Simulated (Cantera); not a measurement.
An isothermal, constant-pressure homogeneous reactor starts with CO : O₂ : H₂O : N₂ = 0.0093 : 0.0027 : 0.0024 : 1 (molar parts), equivalence ratio 1.7, at 1150 K and 4.93 atm. Integrator tolerance rtol = 1e-08.

Model: GRI-Mech 3.0 (53 species, 325 reactions), integrated in Cantera.

Task: What does this change do: temperature 1150 to 1475 K?

Result: 
```
quantity                                             before                                      after
----------------  -----------------------------------------  -----------------------------------------
x(CO) at 80.0 s     0.00327 (gas-phase equilibrium 0.00314)    0.00340 (gas-phase equilibrium 0.00340)
x(O₂) at 80.0 s       <1e-12 (gas-phase equilibrium <1e-12)  6.89e-12 (gas-phase equilibrium 6.56e-12)
x(H₂O) at 80.0 s    0.00179 (gas-phase equilibrium 0.00165)    0.00192 (gas-phase equilibrium 0.00192)
x(H) at 80.0 s     1.32e-9 (gas-phase equilibrium 9.01e-10)    1.26e-7 (gas-phase equilibrium 1.24e-7)
x(H₂) at 80.0 s   0.000585 (gas-phase equilibrium 0.000720)  0.000454 (gas-phase equilibrium 0.000454)
```

Task: What does this change do: pressure from 4.93 atm to 0.987 atm?

Result: 
```tsv
quantity	before	after
x(CO) at 80.0 s	0.00327 (gas-phase equilibrium 0.00314)	0.00314 (gas-phase equilibrium 0.00314)
x(O₂) at 80.0 s	<1e-12 (gas-phase equilibrium <1e-12)	<1e-12 (gas-phase equilibrium <1e-12)
x(H₂O) at 80.0 s	0.00179 (gas-phase equilibrium 0.00165)	0.00165 (gas-phase equilibrium 0.00165)
x(H) at 80.0 s	1.32e-9 (gas-phase equilibrium 9.01e-10)	3.88e-8 (gas-phase equilibrium 2.01e-9)
x(H₂) at 80.0 s	0.000585 (gas-phase equilibrium 0.000720)	0.000718 (gas-phase equilibrium 0.000720)
```
